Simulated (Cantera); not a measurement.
# Adiabatic ignition

An adiabatic, constant-pressure homogeneous reactor starts with 5.61 % CH₄, 16.5 % O₂, 62.3 % N₂, 11.2 % CO₂, 4.32 % H₂O, at 1823 K and 28000 Pa.

Detailed kinetics in Cantera: GRI-Mech 3.0 (53 species, 325 reactions).

| t (s) | T (K) | x CH₄ | x O₂ | x CO₂ | x HO₂ | x H | x CH₂ |
|---|---|---|---|---|---|---|---|
| 4.00e-6 | 1823 | 0.0561 | 0.165 | 0.112 | 1.07e-6 | 1.01e-6 | 8.77e-11 |
| 9.87e-6 | 1823 | 0.0561 | 0.165 | 0.112 | 2.50e-6 | 1.07e-6 | 4.58e-10 |
| 2.43e-5 | 1823 | 0.0560 | 0.165 | 0.112 | 5.39e-6 | 1.22e-6 | 2.15e-9 |
| 6.00e-5 | 1822 | 0.0558 | 0.165 | 0.112 | 1.04e-5 | 1.84e-6 | 1.38e-8 |
| 0.000148 | 1822 | 0.0546 | 0.164 | 0.112 | 2.56e-5 | 7.73e-6 | 1.88e-7 |
| 0.000365 | 2256 | 6.65e-8 | 0.0725 | 0.108 | 3.07e-6 | 0.00857 | 3.14e-8 |
| 0.000900 | 2337 | <1e-12 | 0.0685 | 0.118 | 3.14e-6 | 0.00709 | <1e-12 |
| 0.00222 | 2435 | <1e-12 | 0.0657 | 0.125 | 3.95e-6 | 0.00453 | <1e-12 |
| 0.00548 | 2484 | <1e-12 | 0.0638 | 0.129 | 4.71e-6 | 0.00348 | <1e-12 |
| 0.0135 | 2485 | <1e-12 | 0.0627 | 0.130 | 4.69e-6 | 0.00338 | <1e-12 |
| 0.0333 | 2481 | <1e-12 | 0.0610 | 0.130 | 4.56e-6 | 0.00332 | <1e-12 |
| 0.0822 | 2478 | <1e-12 | 0.0596 | 0.130 | 4.45e-6 | 0.00327 | <1e-12 |
| 0.203 | 2478 | <1e-12 | 0.0594 | 0.130 | 4.44e-6 | 0.00326 | <1e-12 |
| 0.500 | 2478 | <1e-12 | 0.0594 | 0.130 | 4.44e-6 | 0.00326 | <1e-12 |
x: mole fraction; the columns are a selection and need not sum to one.

* **time of steepest temperature rise**: 0.345 ms
* **temperature at 0.500 s**: 2478 K
* **equilibrium temperature**: 2478 K
* **x(CH₄) at 0.500 s**: <1e-12 (gas-phase equilibrium <1e-12)
* **x(O₂) at 0.500 s**: 0.0594 (gas-phase equilibrium 0.0594)
* **x(CO₂) at 0.500 s**: 0.130 (gas-phase equilibrium 0.130)
